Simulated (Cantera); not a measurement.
Charge: 1 mol CH3Cl, 12 mol H2, equilibrated at 2475 K and 220 Pa.

Equilibrium computed with Cantera from the NASA thermochemical tables; the gas is ideal and each condensed phase is pure. Candidate condensed phases: C, C6H6, C7H8, C8H18; 91 gas species. Kinetics and transport are ignored.

Base state: H2 0.573, H 0.363, HCl 0.0399, Cl 0.0179, C2H2 (acetylene) 0.00557, C2H 0.000240, C3 0.000153, C 5.35e-5 (mole fractions); condensed: C(graphite).

**Question.** What changes in the equilibrium state with this change: temperature from 2475 K to 1675 K?

**Answer.** 
| species | before | after |
|---|---|---|
| H2 | 0.573 | 0.926 |
| HCl | 0.0399 | 0.0712 |
| H | 0.363 | 0.00238 |
| Cl | 0.0179 | 0.000143 |
| C2H | 0.000240 | <1e-9 |
| C3 | 0.000153 | <1e-9 |
| C | 5.35e-5 | <1e-9 |
| C4H2 | 2.24e-5 | 1.22e-9 |
| C(graphite), mol | 0.788 | 0.998 |
